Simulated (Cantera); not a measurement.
Feed: 1 mol ZrO2, 14 mol H2, at 1948.15 K and 0.00660 bar.

Cantera equilibrium calculation (NASA polynomials, part measured and part estimated; ideal gas, pure solids and liquids). Candidate condensed phases: H2O, Zr, ZrO2; 12 gas species. Kinetics and transport are ignored.

Q: What is the equilibrium state?

A: 
| Quantity | Value |
|---|---|
| x(H2) | 0.986 |
| x(H) | 0.0138 |
| x(H2O) | 1.43e-6 |
| x(ZrO) | 1.37e-6 |
| n(ZrO2(tetragonal)) | 1.000 mol |
| gas amount | 14.10 mol |
| log10 activity of Zr(β) (absent) | -0.66 |
